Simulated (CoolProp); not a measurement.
Vapour-liquid equilibrium of dimethyl carbonate (1) + n-octane (2) at 24.3 kPa; x and y are mole fractions of (1).

Computed with CoolProp (multi-fluid Helmholtz-energy mixture model, Zhou 2011 and Beckmüller 2019; pair parameters Bell 2016).

**Question.** Give the bubble temperature and the first vapour's composition at x = 0.2, 0.425, 0.95. Is there an azeotrope?

**Answer.** x = 0.2: 328.6 K, y = 0.699; x = 0.425: 323.7 K, y = 0.784; x = 0.95: 323.2 K, y = 0.919. y crosses x between x = 0.8 and 0.875: the model has an azeotrope there.

The pair parameters rest on a limited set of measurements; away from them the model extrapolates. With so large a gap from Raoult's law the liquid may split in two, which this calculation doesn't test in full.
